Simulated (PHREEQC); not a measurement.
Make-up at 25 °C: 3.4 mol NaBr, 0.095 mol KCl and 0.052 mol MgCl2 per kg of water. Closed to the air; pH follows from the charge balance.

Equilibrium calculation in PHREEQC: Pitzer model, pitzer.dat.

This is a speciation only: nothing precipitates in the calculation.

### Question
Estimate the activity of water, density, osmotic coefficient.

### Answer
activity of water 0.861; density 1.241 g/cm³; osmotic coefficient 1.162.
